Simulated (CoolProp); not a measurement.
Ammonia along the isotherm 390.15 °C: density (kg/m³) from the reference equation and from simpler models built on Tc = 132.4 °C, pc = 11.36 MPa, ω = 0.256; each cubic takes its own stable root.

Values from CoolProp's reference Helmholtz-energy equation of state, Gao 2020.

```tsv
p (MPa)	phase	reference
1.89	gas	5.889
3.79	gas	11.92
5.68	gas	18.02
7.58	gas	24.26
9.47	gas	30.57
11.4	supercritical	37.12
13.3	supercritical	43.67
15.2	supercritical	50.31
17	supercritical	56.69
```

Task: How far does each simpler model (Soave-Redlich-Kwong, Peng-Robinson) lie from the reference over these 9 states: mean and median of the absolute difference, and the worst?

Result: 
- Soave-Redlich-Kwong: mean 1.7 %, median 1.6 %, worst -3.4 % at 390.15 °C and 17 MPa
- Peng-Robinson: mean 0.2 %, median 0.1 %, worst -0.8 % at 390.15 °C and 17 MPa
